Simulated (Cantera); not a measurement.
# Adiabatic ignition

An adiabatic, constant-volume homogeneous reactor starts with H2 : O2 : N2 = 1 : 0.333 : 1.25 (molar parts), at 1300 K and 100000 Pa.

Computed with Cantera and GRI-Mech 3.0 (53 species, 325 reactions).

```json
[
 {"t (s)": "1.00e-6", "T (K)": "1300", "P (bar)": "1.00", "x H2": "0.387", "x O2": "0.129", "x H": "2.21e-8", "x O": "1.65e-9", "x NO": "<1e-12", "x NO2": "<1e-12", "x H2O": "4.54e-9"},
 {"t (s)": "2.68e-6", "T (K)": "1300", "P (bar)": "1.00", "x H2": "0.387", "x O2": "0.129", "x H": "9.63e-8", "x O": "8.76e-9", "x NO": "<1e-12", "x NO2": "<1e-12", "x H2O": "5.68e-8"},
 {"t (s)": "7.20e-6", "T (K)": "1300", "P (bar)": "1.00", "x H2": "0.387", "x O2": "0.129", "x H": "1.32e-6", "x O": "1.26e-7", "x NO": "<1e-12", "x NO2": "<1e-12", "x H2O": "1.41e-6"},
 {"t (s)": "1.93e-5", "T (K)": "1302", "P (bar)": "1.00", "x H2": "0.386", "x O2": "0.128", "x H": "0.000786", "x O": "7.54e-5", "x NO": "2.21e-11", "x NO2": "<1e-12", "x H2O": "0.000965"},
 {"t (s)": "5.18e-5", "T (K)": "2672", "P (bar)": "1.90", "x H2": "0.140", "x O2": "0.00515", "x H": "0.0624", "x O": "0.00747", "x NO": "0.000115", "x NO2": "7.34e-9", "x H2O": "0.235"},
 {"t (s)": "0.000139", "T (K)": "2970", "P (bar)": "2.07", "x H2": "0.144", "x O2": "0.00251", "x H": "0.0386", "x O": "0.00360", "x NO": "0.00108", "x NO2": "1.00e-7", "x H2O": "0.253"},
 {"t (s)": "0.000373", "T (K)": "2966", "P (bar)": "2.06", "x H2": "0.146", "x O2": "0.00235", "x H": "0.0380", "x O": "0.00341", "x NO": "0.00293", "x NO2": "2.64e-7", "x H2O": "0.253"},
 {"t (s)": "0.00100", "T (K)": "2963", "P (bar)": "2.06", "x H2": "0.146", "x O2": "0.00228", "x H": "0.0378", "x O": "0.00333", "x NO": "0.00388", "x NO2": "3.44e-7", "x H2O": "0.252"},
 {"t (s)": "0.00268", "T (K)": "2963", "P (bar)": "2.06", "x H2": "0.146", "x O2": "0.00227", "x H": "0.0377", "x O": "0.00332", "x NO": "0.00392", "x NO2": "3.47e-7", "x H2O": "0.252"},
 {"t (s)": "0.00720", "T (K)": "2963", "P (bar)": "2.06", "x H2": "0.146", "x O2": "0.00227", "x H": "0.0377", "x O": "0.00332", "x NO": "0.00392", "x NO2": "3.47e-7", "x H2O": "0.252"},
 {"t (s)": "0.0193", "T (K)": "2963", "P (bar)": "2.06", "x H2": "0.146", "x O2": "0.00227", "x H": "0.0377", "x O": "0.00332", "x NO": "0.00392", "x NO2": "3.47e-7", "x H2O": "0.252"},
 {"t (s)": "0.0518", "T (K)": "2963", "P (bar)": "2.06", "x H2": "0.146", "x O2": "0.00227", "x H": "0.0377", "x O": "0.00332", "x NO": "0.00392", "x NO2": "3.47e-7", "x H2O": "0.252"},
 {"t (s)": "0.139", "T (K)": "2963", "P (bar)": "2.06", "x H2": "0.146", "x O2": "0.00227", "x H": "0.0377", "x O": "0.00332", "x NO": "0.00392", "x NO2": "3.47e-7", "x H2O": "0.252"},
 {"t (s)": "0.373", "T (K)": "2963", "P (bar)": "2.06", "x H2": "0.146", "x O2": "0.00227", "x H": "0.0377", "x O": "0.00332", "x NO": "0.00392", "x NO2": "3.47e-7", "x H2O": "0.252"},
 {"t (s)": "1.00", "T (K)": "2963", "P (bar)": "2.06", "x H2": "0.146", "x O2": "0.00227", "x H": "0.0377", "x O": "0.00332", "x NO": "0.00392", "x NO2": "3.47e-7", "x H2O": "0.252"}
]
```
x: mole fraction; the columns are a selection and need not sum to one.

- time of steepest temperature rise = 28.4 µs
- temperature at 1.00 s = 2963 K
- equilibrium temperature = 2963 K
- x(H2) at 1.00 s = 0.146 (gas-phase equilibrium 0.146)
- x(O2) at 1.00 s = 0.00227 (gas-phase equilibrium 0.00227)
- x(H) at 1.00 s = 0.0377 (gas-phase equilibrium 0.0377)
